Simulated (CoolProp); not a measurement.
Vapour-liquid equilibrium of R134a (1) + R124 (2) at 63.65 °C; x and y are mole fractions of (1).

Model: multi-fluid Helmholtz-energy mixture model, Tillner-Roth 1994 and de Vries 1995; pair parameters Bell 2016, in CoolProp.

```csv
x,"bubble pressure, mixture model (MPa)","bubble pressure, Raoult's law (MPa)","y, mixture model","y, Raoult's law"
0.05,1.132,1.125,0.076,0.081
0.2,___,1.237,0.276,0.296
0.35,___,1.349,0.443,0.475
0.5,1.492,1.460,___,0.627
0.65,1.601,1.572,0.720,0.758
0.8,1.704,1.683,0.842,0.871
0.95,1.801,1.795,0.961,0.970
```

### Question
Some entries are withheld; supply them.

### Answer

- 0.2, bubble pressure, mixture model (MPa): 1.258
- 0.35, bubble pressure, mixture model (MPa): 1.378
- 0.5, y, mixture model: 0.589

The largest gap from Raoult's law is +2.2 % in bubble pressure, at x = 0.5. No azeotrope shows between x = 0.05 and 0.95.

The pair parameters rest on a limited set of measurements; away from them the model extrapolates.
